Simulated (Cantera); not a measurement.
What does this Cantera script print?

```python
import numpy as np
import cantera as ct

gas = ct.Solution("SiF4_NH3_mec.yaml", "gas")
gas.TPX = 1525, 2666, {'NH3': 1, 'H2': 0.16, 'N2': 0.0095}
reactor = ct.IdealGasConstPressureReactor(gas, energy="off", clone=False)
net = ct.ReactorNet([reactor])
net.rtol, net.atol = 1e-08, 1e-18
show = ['NH3', 'H2', 'N2H2', 'H', 'NH2', 'NH', 'N2']
times = np.geomspace(0.0004, 20, 11)

steps = ct.SolutionArray(gas, extra=["t"])
rows = []
print(f"{'t/s':>10s}{'T/K':>9s}{'P/Pa':>11s}" + "".join(f"{s:>11s}" for s in show))
for t in times:
    while net.time < t:
        t_next = net.step()
        steps.append(gas.state, t=t_next)
    rows.append([np.interp(t, steps.t, y) for y in (steps.T, steps.P, *steps(*show).X.T)])
    print(f"{t:10.3e}{rows[-1][0]:9.1f}{rows[-1][1]:11.4g}" + "".join(f"{x:11.3e}" for x in rows[-1][2:]))
rate = np.gradient(steps.T, steps.t)
print("integrator steps:", len(steps.t))
if steps.T.max() > steps.T[0] + 200:
    print(f"time of steepest temperature rise: {steps.t[rate.argmax()]:.4e} s")
gas.TPX = 1525, 2666, {'NH3': 1, 'H2': 0.16, 'N2': 0.0095}
gas.equilibrate("TP")
print(f"equilibrium (TP): T = {gas.T:.1f} K  " + "  ".join(f"{s} {gas[s].X[0]:.3e}" for s in show))
```

It prints:

```
       t/s      T/K       P/Pa        NH3         H2       N2H2          H        NH2         NH         N2
 4.000e-04   1525.0       2666  8.551e-01  1.368e-01  4.897e-13  1.518e-08  1.939e-07  1.063e-12  8.123e-03
 1.180e-03   1525.0       2666  8.551e-01  1.368e-01  1.115e-11  4.224e-08  5.747e-07  1.277e-11  8.123e-03
 3.482e-03   1525.0       2666  8.551e-01  1.368e-01  2.040e-10  1.220e-07  1.698e-06  1.261e-10  8.123e-03
 1.027e-02   1525.0       2666  8.551e-01  1.368e-01  2.685e-09  3.572e-07  5.007e-06  1.141e-09  8.123e-03
 3.031e-02   1525.0       2666  8.550e-01  1.368e-01  2.766e-08  1.048e-06  1.472e-05  9.884e-09  8.123e-03
 8.944e-02   1525.0       2666  8.550e-01  1.368e-01  2.483e-07  2.999e-06  4.214e-05  7.833e-08  8.129e-03
 2.639e-01   1525.0       2666  8.545e-01  1.372e-01  9.865e-07  5.839e-06  8.172e-05  2.802e-07  8.245e-03
 7.786e-01   1525.0       2666  8.524e-01  1.387e-01  1.074e-06  6.167e-06  8.518e-05  3.041e-07  8.788e-03
 2.297e+00   1525.0       2666  8.464e-01  1.431e-01  1.059e-06  6.379e-06  8.476e-05  3.043e-07  1.040e-02
 6.778e+00   1525.0       2666  8.289e-01  1.560e-01  1.018e-06  6.996e-06  8.354e-05  3.046e-07  1.503e-02
 2.000e+01   1525.0       2666  7.806e-01  1.915e-01  9.081e-07  8.748e-06  8.019e-05  3.038e-07  2.784e-02
integrator steps: 508
equilibrium (TP): T = 1525.0 K  NH3 4.902e-07  H2 7.650e-01  N2H2 2.888e-16  H 1.276e-04  NH2 1.841e-10  NH 2.769e-12  N2 2.348e-01
```

Computed with Cantera and the gas-phase N/H chemistry of the illustrative SiF4/NH3 mechanism in the Surface Chemkin manual (1991). Walls and surfaces, which speed up NH3 decomposition in real reactors, are not modelled.
